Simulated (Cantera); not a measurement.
What does this Cantera script print?

```python
import numpy as np
import cantera as ct

gas = ct.Solution("gri30.yaml")


def delay(T, t_max=10):
    gas.TPX = T, 101325, {'CO': 1, 'H2': 0.36, 'CH4': 0.34, 'O2': 1.66, 'N2': 9.62}
    reactor = ct.IdealGasConstPressureReactor(gas, clone=False)
    net = ct.ReactorNet([reactor])
    net.rtol, net.atol = 1e-8, 1e-16
    while net.time < t_max:
        t_old, T_old = net.time, reactor.T
        net.step()
        if reactor.T > T + 400:  # ignition: a rise of 400 K
            return t_old + (T + 400 - T_old) / (reactor.T - T_old) * (net.time - t_old)
    return np.nan


taus = []
for T in [1223, 1323, 1423, 1523, 1623, 1723, 1823, 1923]:
    taus.append(delay(T))
    print(f"T0 = {T:6g} K   tau = {taus[-1]:.4e} s")
```

Result:

```
T0 =   1223 K   tau = 6.1980e-04 s
T0 =   1323 K   tau = 3.0064e-04 s
T0 =   1423 K   tau = 1.7118e-04 s
T0 =   1523 K   tau = 1.1261e-04 s
T0 =   1623 K   tau = 8.2167e-05 s
T0 =   1723 K   tau = 6.5636e-05 s
T0 =   1823 K   tau = 5.7715e-05 s
T0 =   1923 K   tau = 5.6100e-05 s
```

Cantera simulation using GRI-Mech 3.0 (53 species, 325 reactions); the numbers are that mechanism's predictions, not measurements. Where the delays flatten at high temperature, the 400 K rule measures the pace of heat release, not the induction time.
